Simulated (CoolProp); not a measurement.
Saturation properties of carbon dioxide (Tc = 31.0 °C, pc = 73.77 bar, ω = 0.224).

Values from CoolProp's reference Helmholtz-energy equation of state, Span 1996.

| T (°C) | p (bar) | enthalpy of vaporisation (kJ/kg) | vapour Z | surface tension (mN/m) | vapour viscosity (µPa s) |
|---|---|---|---|---|---|
| -46.65 | 7.800 | 334.1 | 0.8935 | 14.2 | 11.4 |
| -42.85 | 9.031 | ? | 0.8821 | ? | 11.6 |
| -39.05 | 10.40 | 320.7 | 0.8699 | 12.5 | 11.8 |
| -35.25 | 11.92 | 313.7 | ? | 11.6 | 12.0 |
| -31.55 | 13.55 | 306.5 | 0.8436 | 10.8 | 12.2 |
| -27.75 | 15.39 | 299.0 | ? | 10.00 | 12.4 |
| -23.95 | 17.40 | 291.0 | 0.8136 | 9.19 | 12.7 |
| -20.25 | 19.54 | 283.0 | 0.7977 | 8.42 | 12.9 |
| -16.45 | 21.94 | 274.3 | 0.7804 | 7.65 | 13.2 |
| -12.65 | 24.54 | 265.3 | 0.7619 | 6.89 | ? |
| -8.85 | 27.36 | 255.7 | ? | 6.14 | ? |

### Question
Fill in the missing entries.

### Answer

- -42.85, enthalpy of vaporisation (kJ/kg): 327.5
- -42.85, surface tension (mN/m): 13.3
- -35.25, vapour Z: 0.8570
- -27.75, vapour Z: 0.8291
- -12.65, vapour viscosity (µPa s): 13.5
- -8.85, vapour Z: 0.7424
- -8.85, vapour viscosity (µPa s): 13.8

Viscosity comes from a separate model (Laesecke 2017). Surface tension comes from a separate correlation (Mulero 2012).
